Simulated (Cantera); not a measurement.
Input: 1 mol NH3, 0.16 mol O2, at 1898.15 K and 95.0 mbar.

These are equilibrium values from Cantera (NASA tables, ideal gas, pure condensed phases), not measurements of a reactor. Candidate condensed phases: H2O; 24 gas species. The numbers say what is thermodynamically allowed, not how fast it happens.

Base state: H2 0.588, N2 0.250, H2O 0.160, H 0.00195, OH 4.33e-5 (mole fractions); condensed: gas only.

**Question.** What changes in the equilibrium state with this change: O2 from 0.16 to 0.57 mol?

**Answer.** 
```csv
species,before,after
H2O,0.160,0.569
N2,0.250,0.250
H2,0.588,0.179
H,0.00195,0.00108
OH,4.33e-5,0.000279
```

**Question.** What changes in the equilibrium state with this change: NH3 replaced by HBr?

**Answer.** 
```json
[
 {"species": "Br", "before": "0", "after": "0.467"},
 {"species": "HBr", "before": "0", "after": "0.280"},
 {"species": "H2O", "before": "0.160", "after": "0.239"},
 {"species": "H2", "before": "0.588", "after": "0.00215"},
 {"species": "N2", "before": "0.250", "after": "0"},
 {"species": "Br2", "before": "0", "after": "0.00801"},
 {"species": "O2", "before": "1.28e-8", "after": "0.00213"}
]
```
Further candidate phases: Br2.
